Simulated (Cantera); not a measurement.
Charge: 1 mol Si3H8, 0.028 mol Cl2, a varied amount of N2, held at 1300 K and 0.970 bar.

These are equilibrium values from Cantera (NASA tables, ideal gas, pure condensed phases), not measurements of a reactor. Candidate condensed phases: NH4Cl, Si, Si3N4; 28 gas species. The feed counts by its element totals alone. N2 is the only nitrogen source here; it is nearly inert below about 1500 K, so the nitride shown seldom forms there in practice. Kinetics and transport are ignored.

x: gas mole fraction; n: condensed amount in mol.

```tsv
n(N2) (mol)	x N2	x H2	x HCl	x NH3	n Si3N4(s)
24	0.845	0.153	0.00215	6.59e-6	1.00
30	0.874	0.124	0.00175	4.91e-6	1.00
39	0.902	___	___	___	1.00
49	0.921	0.0778	0.00110	2.51e-6	1.00
63	0.938	___	___	___	1.00
80	0.951	0.0484	0.000683	1.25e-6	1.00
100	0.961	0.0389	0.000549	9.06e-7	1.00
130	0.969	0.0301	0.000424	6.18e-7	1.00
```

Question: Fill in the missing entries.

Answer: 
- 39, x H2: 0.0968
- 39, x HCl: 0.00136
- 39, x NH3: 3.44e-6
- 63, x H2: 0.0611
- 63, x HCl: 0.000861
- 63, x NH3: 1.76e-6
